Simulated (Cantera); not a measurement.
## SiO2 + F2 + N2 + Cl2 (oxide etching and cleaning by halides)

Feed: 1 mol SiO2, 12 mol F2, 10 mol N2, 12 mol Cl2, held at 2.60e-5 bar.

Method: chemical equilibrium by Gibbs-energy minimisation in Cantera with the NASA 1993 tables (ideal gas, pure condensed phases). Candidate condensed phases: Si, SiO2, Si2N2O, Si3N4; 37 gas species. The numbers say what is thermodynamically allowed, not how fast it happens.

| T (K) | x ClF | x Cl | x F | x N2 | x Cl2 | x SiF4 | x O2 |
|---|---|---|---|---|---|---|---|
| 850 | 0.583 | 0.00134 | 0.00363 | 0.293 | 0.0598 | 0.0293 | 0.0293 |
| 950 | 0.555 | 0.00887 | 0.0238 | 0.289 | 0.0653 | 0.0289 | 0.0289 |
| 1050 | 0.460 | 0.0434 | 0.0896 | 0.275 | 0.0780 | 0.0275 | 0.0274 |
| 1150 | 0.278 | 0.149 | 0.206 | 0.242 | 0.0768 | 0.0242 | 0.0242 |
| 1250 | 0.0991 | 0.308 | 0.308 | 0.203 | 0.0406 | 0.0204 | 0.0203 |
| 1350 | 0.0227 | 0.398 | 0.347 | 0.185 | 0.0113 | 0.0185 | 0.0184 |
| 1450 | 0.00501 | 0.421 | 0.355 | 0.180 | 0.00271 | 0.0180 | 0.0179 |
| 1550 | 0.00127 | 0.427 | 0.357 | 0.179 | 0.000723 | 0.0179 | 0.0177 |
| 1650 | 0.000374 | 0.428 | 0.357 | 0.178 | 0.000222 | 0.0179 | 0.0174 |
| 1750 | 0.000126 | 0.428 | 0.357 | 0.178 | 7.74e-5 | 0.0178 | 0.0167 |
x: gas mole fraction; nothing condenses.

From 850 K to 1750 K nothing is condensed. The main Si-bearing gas is SiF4 throughout.
